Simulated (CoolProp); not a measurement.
Vapour-liquid equilibrium of cyclohexane (1) + ethylbenzene (2) at 0.243 bar; x and y are mole fractions of (1).

The numbers come from the multi-fluid Helmholtz-energy mixture model, Zhou 2014 and Zhou 2012; pair parameters Bell 2016 in CoolProp.

### Question
Give the bubble temperature and the first vapour's composition at x = 0.05, 0.35, 0.8. Is there an azeotrope?

### Answer
x = 0.05: 356.0 K, y = 0.266; x = 0.35: 331.3 K, y = 0.811; x = 0.8: 317.0 K, y = 0.963. No azeotrope shows between x = 0.05 and 0.95.

The pair parameters rest on a limited set of measurements; away from them the model extrapolates.
